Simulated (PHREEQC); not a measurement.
PHREEQC input (Pitzer model, pitzer.dat):

```
SOLUTION 1
  temp 25
  units mol/kgw
  pH 7 charge
  Br 2.6
  Na 2.6
  Cl 0.62
  Ca 0.31
SOLUTION 2
  temp 25
  units mol/kgw
  pH 7 charge
  Cl 3
  Na 3.04
  B 0.08
END
SELECTED_OUTPUT 1
  -reset false
  -pH true
  -pe true
  -ionic_strength true
  -water true
  -totals B Br Ca Cl Na
  -molalities H+ Na+ Ca+2 Cl- B(OH)3 Br- OH- B(OH)4- B3O3(OH)4- B4O5(OH)4-2
    CaB(OH)4+
  -equilibrium_phases Halite Portlandite Borax Boric_acid,s NaBO2:4H2O NaB5O8:5H2O Teepleite
PRINT
  -reset false
MIX 1
  1 1
  2 0
EQUILIBRIUM_PHASES 1
  Halite 0 0
  Portlandite 0 0
  Borax 0 0
  Boric_acid,s 0 0
  NaBO2:4H2O 0 0
  NaB5O8:5H2O 0 0
  Teepleite 0 0
END
# ... the last block is repeated for the other 20 points of share of solution B
```

Selected output (columns that matter, 21 of 21 rows; share of solution B added in front):

```
share of solution B	pH	mu	B	Br	Ca	Cl	Na	m_H+	m_Na+	m_Ca+2	m_Cl-	m_B(OH)3	m_Br-	m_OH-
0	6.4988	3.53	0	2.6	0.31	0.62	2.6	1.2259e-07	2.6	0.31	0.62	0	2.6	1.2259e-07
0.05	7.9907	3.5023	0.0040001	2.47	0.2945	0.73901	2.622	4.0038e-09	2.622	0.29285	0.73901	0.0020035	2.47	3.6933e-06
0.1	8.0238	3.4747	0.0080003	2.3401	0.27901	0.85803	2.6441	3.7608e-09	2.6441	0.27578	0.85803	0.0040023	2.3401	3.8678e-06
0.15	8.0567	3.4472	0.012001	2.2101	0.26351	0.97705	2.6661	3.5341e-09	2.6661	0.25879	0.97705	0.0059979	2.2101	4.0476e-06
0.2	8.0897	3.42	0.016001	2.0801	0.24802	1.0961	2.6882	3.3199e-09	2.6882	0.24191	1.0961	0.0079874	2.0801	4.236e-06
0.25	8.1228	3.393	0.020002	1.9502	0.23252	1.2151	2.7102	3.1173e-09	2.7102	0.22515	1.2151	0.0099663	1.9502	4.4338e-06
0.3	8.156	3.3664	0.024002	1.8202	0.21702	1.3341	2.7323	2.926e-09	2.7323	0.20853	1.3341	0.011929	1.8202	4.6414e-06
0.35	8.1893	3.34	0.028003	1.6902	0.20152	1.4532	2.7543	2.746e-09	2.7543	0.19207	1.4532	0.013866	1.6902	4.8585e-06
0.4	8.2225	3.314	0.032004	1.5602	0.18602	1.5722	2.7764	2.5772e-09	2.7764	0.1758	1.5722	0.015767	1.5602	5.0846e-06
0.45	8.2555	3.2885	0.036005	1.4302	0.17052	1.6912	2.7984	2.4195e-09	2.7984	0.15975	1.6912	0.017617	1.4302	5.3188e-06
0.5	8.2882	3.2634	0.040006	1.3002	0.15502	1.8103	2.8204	2.273e-09	2.8204	0.14393	1.8103	0.019401	1.3002	5.5594e-06
0.55	8.3204	3.2389	0.044007	1.1702	0.13952	1.9293	2.8424	2.1376e-09	2.8424	0.12838	1.9293	0.021098	1.1702	5.8043e-06
0.6	8.352	3.2149	0.048008	1.0402	0.12402	2.0483	2.8645	2.0134e-09	2.8645	0.11311	2.0483	0.02269	1.0402	6.0504e-06
0.65	8.3826	3.1915	0.052008	0.91014	0.10852	2.1673	2.8865	1.9002e-09	2.8865	0.09812	2.1673	0.024158	0.91014	6.294e-06
0.7	8.412	3.1688	0.056008	0.78012	0.093014	2.2863	2.9084	1.798e-09	2.9084	0.083424	2.2863	0.025491	0.78012	6.5306e-06
0.75	8.4401	3.1466	0.060008	0.65009	0.077511	2.4053	2.9304	1.7065e-09	2.9304	0.069003	2.4053	0.02668	0.65009	6.7552e-06
0.8	8.4666	3.125	0.064008	0.52006	0.062007	2.5243	2.9524	1.6254e-09	2.9524	0.054836	2.5243	0.027727	0.52006	6.9625e-06
0.85	8.4914	3.1038	0.068007	0.39004	0.046504	2.6433	2.9743	1.5544e-09	2.9743	0.040891	2.6433	0.028638	0.39004	7.1472e-06
0.9	8.5143	3.0831	0.072005	0.26002	0.031002	2.7622	2.9962	1.493e-09	2.9962	0.027131	2.7622	0.029424	0.26002	7.3042e-06
0.95	8.5351	3.0626	0.076003	0.13	0.015501	2.8811	3.0181	1.4407e-09	3.0181	0.013515	2.8811	0.030103	0.13	7.4291e-06
1	8.5537	3.0424	0.08	0	0	3	3.04	1.3969e-09	3.04	0	3	0.030691	0	7.5182e-06
```

Species that the database lacks are ignored. In brines, pH and single-ion activities rest on the MacInnes convention.
